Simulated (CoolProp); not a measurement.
Vapour pressure (bar) of c-C4F8 (RC318): the reference equation beside estimates from Tc = 115.2 °C, pc = 27.78 bar, ω = 0.355. Clausius-Clapeyron is anchored at -5.55 °C with a constant enthalpy of vaporisation of 23.32 kJ/mol.

Model: reference Helmholtz-energy equation of state, Platzer 1990, in CoolProp. This equation is an older, rougher fit; its heat capacities, sound speeds and derivatives of the liquid may be far off and weren't checked against measurements.

| T (°C) | reference | Clausius-Clapeyron | van der Waals | Redlich-Kwong | Peng-Robinson |
|---|---|---|---|---|---|
| -5.55 | 1.031 | 1.031 | 5.134 | 2.123 | 1.032 |
| 0.55 | 1.317 | 1.303 | 5.762 | 2.570 | 1.314 |
| 6.65 | 1.662 | 1.629 | 6.438 | 3.082 | 1.654 |
| 12.75 | 2.072 | 2.017 | 7.164 | 3.663 | 2.059 |
| 18.85 | 2.555 | 2.476 | 7.940 | 4.318 | 2.538 |
| 24.95 | 3.120 | 3.014 | 8.768 | 5.051 | 3.098 |
| 31.15 | 3.787 | 3.651 | 9.664 | 5.880 | 3.759 |
| 37.25 | 4.542 | 4.376 | 10.60 | 6.785 | 4.511 |
| 43.35 | 5.406 | 5.209 | 11.59 | 7.780 | 5.373 |
| 49.45 | 6.387 | 6.159 | 12.64 | 8.872 | 6.354 |

Absolute difference from the reference over all 10 rows, mean and median: Clausius-Clapeyron 2.7 and 3.2 %, van der Waals 216.1 and 195.9 %, Redlich-Kwong 68.2 and 65.4 %, Peng-Robinson 0.5 and 0.6 %.
